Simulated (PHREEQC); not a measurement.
Solution (35 °C): 0.023 mol Al2(SO4)3 per kg of water. Closed to the air; pH follows from the charge balance.

Model: ion-association model, phreeqc.dat, run in PHREEQC.

This is a speciation only: nothing precipitates in the calculation.

**Question.** What pH, ionic strength does the model give?

**Answer.** pH 3.85; ionic strength 0.0827 mol/kgw.

**Question.** In which forms is Al present?

**Answer.** AlSO4+ 71 %, Al(SO4)2- 18 %, Al+3 11 %, AlOH+2 0.7 % of the Al.

The solution is supersaturated, for example in Gibbsite (slow to form), so a real one may precipitate; this is no full list.
